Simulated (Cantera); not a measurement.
## Abatement and gas-phase synthesis: CS2 + H2

A closed system holds: 1 mol CS2, 4.6 mol H2, held at 4.30 bar.

These are equilibrium values from Cantera (NASA tables, ideal gas, pure condensed phases), not measurements of a reactor. Candidate condensed phases: C, C6H6, C7H8, C8H18, S; 83 gas species. Kinetics and transport are ignored.

From 1575 °C to 1925 °C the condensed part is C(graphite). The main C-bearing gas is CS2 throughout. The share of C in condensed phases is highest at 1575 °C (56.2 %) and lowest at 1925 °C (31.7 %).

| T (°C) | log p H2 | log p H2S | log p CS2 | log p CS | log p S2 | log p SH | n C(graphite) |
|---|---|---|---|---|---|---|---|
| 1575 | 0.48 | -0.10 | -0.46 | -1.97 | -1.11 | -1.62 | 0.562 |
| 1625 | 0.49 | -0.15 | -0.43 | -1.80 | -1.07 | -1.54 | 0.527 |
| 1675 | 0.49 | -0.19 | -0.41 | -1.63 | -1.05 | -1.47 | 0.494 |
| 1725 | 0.50 | -0.24 | -0.40 | -1.48 | -1.02 | -1.41 | 0.461 |
| 1775 | 0.50 | -0.29 | -0.39 | -1.34 | -1.01 | -1.35 | 0.428 |
| 1825 | 0.50 | -0.33 | -0.38 | -1.21 | -0.99 | -1.30 | 0.393 |
| 1875 | 0.51 | -0.38 | -0.38 | -1.08 | -0.99 | -1.25 | 0.357 |
| 1925 | 0.51 | -0.43 | -0.38 | -0.97 | -0.98 | -1.21 | 0.317 |
log p: log10 of the partial pressure in bar; n: condensed amount in mol.
